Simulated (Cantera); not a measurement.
Standard-state values (1 bar) from the NASA 1993 polynomials, evaluated with Cantera. Values are per mole of reaction as written; species without (g) are pure solids or liquids, kept so even where they would boil at 1 bar.

Ni3S4 → 2 NiS2 + Ni, with ΔH° = 38.4 kJ and ΔS° = -12.7 J/K at 300 K.

Question: How far is the shortcut ΔG° ≈ ΔH°(300 K) − T·ΔS°(300 K) from the full temperature-dependent value at 373, 398, 423, 448, 473, 498, 523, 548, 573 K?

Answer: 
| T (K) | shortcut (kJ) | full (kJ) | difference (kJ) | difference in log10 K |
|---|---|---|---|---|
| 373 | 43.1 | 43.1 | 0.0 | 0.00 |
| 398 | 43.4 | 43.4 | 0.0 | 0.00 |
| 423 | 43.7 | 43.7 | 0.0 | 0.00 |
| 448 | 44.0 | 44.1 | 0.0 | 0.00 |
| 473 | 44.4 | 44.4 | -0.1 | 0.01 |
| 498 | 44.7 | 44.8 | -0.1 | 0.01 |
| 523 | 45.0 | 45.2 | -0.2 | 0.02 |
| 548 | 45.3 | 45.6 | -0.3 | 0.03 |
| 573 | 45.6 | 46.0 | -0.4 | 0.03 |
The shortcut ignores the heat-capacity change of the reaction.
